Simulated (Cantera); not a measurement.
An adiabatic, constant-pressure homogeneous reactor starts with CH4 : O2 : N2 = 1 : 2.63 : 21.3 (molar parts), equivalence ratio 0.76, at 1750 K and 480 Torr.

Computed with Cantera and GRI-Mech 3.0 (53 species, 325 reactions).

**Question.** Predict: time of steepest temperature rise; temperature at 3.00 s; equilibrium temperature; x(O2) at 3.00 s; x(CO) at 3.00 s.

**Answer.** 
| Property | Value |
|---|---|
| time of steepest temperature rise | 0.364 ms |
| temperature at 3.00 s | 2449 K |
| equilibrium temperature | 2449 K |
| x(O2) at 3.00 s | 0.0239 (gas-phase equilibrium 0.0239) |
| x(CO) at 3.00 s | 0.00735 (gas-phase equilibrium 0.00735) |
